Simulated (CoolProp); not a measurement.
Vapour-liquid equilibrium of hydrogen sulfide (1) + propane (2) at 1170 kPa; x and y are mole fractions of (1).

Model: multi-fluid Helmholtz-energy mixture model, Lemmon 2006 and Lemmon 2009; pair parameters Kunz 2012, in CoolProp.

```tsv
x	bubble temperature, mixture model (K)	bubble temperature, Raoult's law (K)	y, mixture model	y, Raoult's law
0.05	300.6	304.3	0.149	0.100
0.2	288.5	298.3	0.433	0.346
0.35	282.1	293.2	0.579	0.534
0.5	278.6	288.8	0.669	0.681
0.65	276.7	285.0	0.739	0.800
0.8	275.9	281.5	0.812	0.896
0.95	276.5	278.4	0.932	0.976
```

The largest gap from Raoult's law is -11.1 K in bubble temperature, at x = 0.35. y crosses x between x = 0.8 and 0.95: the model has an azeotrope there.

The pair parameters rest on a limited set of measurements; away from them the model extrapolates.
